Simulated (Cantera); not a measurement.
**Low-pressure radical oxidation in H2/O2**

An isothermal, constant-pressure homogeneous reactor starts with 3.54 % H2, 19.7 % O2, 76.7 % N2, 0.128 % H2O, equivalence ratio 0.090, at 1300 K and 1900 Pa.

Computed with Cantera and the H2/O2 subset of GRI-Mech 3.0, which has no nitrogen chemistry. Radical loss at walls, strong at low pressure, is not modelled. The temperature is held fixed by assumption; the heat of reaction is taken as removed at once.

```json
[
 {"t (s)": "0.000300", "x H2": "0.0354", "x O2": "0.197", "x HO2": "1.57e-8", "x H": "2.10e-8", "x H2O2": "2.08e-11", "x OH": "1.20e-8", "x H2O": "0.00128"},
 {"t (s)": "0.00147", "x H2": "0.0353", "x O2": "0.197", "x HO2": "1.57e-7", "x H": "2.53e-5", "x H2O2": "5.45e-10", "x OH": "1.60e-5", "x H2O": "0.00133"},
 {"t (s)": "0.00721", "x H2": "0.00140", "x O2": "0.173", "x HO2": "1.05e-6", "x H": "0.00918", "x H2O2": "4.80e-8", "x OH": "0.00258", "x H2O": "0.0294"},
 {"t (s)": "0.0353", "x H2": "0.00104", "x O2": "0.176", "x HO2": "1.02e-6", "x H": "0.00545", "x H2O2": "5.02e-8", "x OH": "0.00224", "x H2O": "0.0320"},
 {"t (s)": "0.173", "x H2": "0.000280", "x O2": "0.180", "x HO2": "7.38e-7", "x H": "0.000686", "x H2O2": "4.06e-8", "x OH": "0.00117", "x H2O": "0.0360"},
 {"t (s)": "0.849", "x H2": "1.75e-5", "x O2": "0.182", "x HO2": "1.56e-7", "x H": "1.04e-5", "x H2O2": "1.09e-8", "x OH": "0.000295", "x H2O": "0.0371"},
 {"t (s)": "4.16", "x H2": "1.21e-6", "x O2": "0.182", "x HO2": "1.75e-8", "x H": "1.91e-7", "x H2O2": "1.65e-9", "x OH": "7.77e-5", "x H2O": "0.0373"},
 {"t (s)": "20.4", "x H2": "1.54e-7", "x O2": "0.182", "x HO2": "6.47e-9", "x H": "8.80e-9", "x H2O2": "2.87e-10", "x OH": "2.79e-5", "x H2O": "0.0373"},
 {"t (s)": "100", "x H2": "5.68e-8", "x O2": "0.182", "x HO2": "7.58e-9", "x H": "1.97e-9", "x H2O2": "1.23e-10", "x OH": "1.69e-5", "x H2O": "0.0373"}
]
```
x: mole fraction; the columns are a selection and need not sum to one.

Equilibrium at this temperature and pressure: H2 5.54e-8, O2 0.182, HO2 7.63e-9, H 1.90e-9, H2O2 1.20e-10, OH 1.67e-5, H2O 0.0373 (gas phase only).
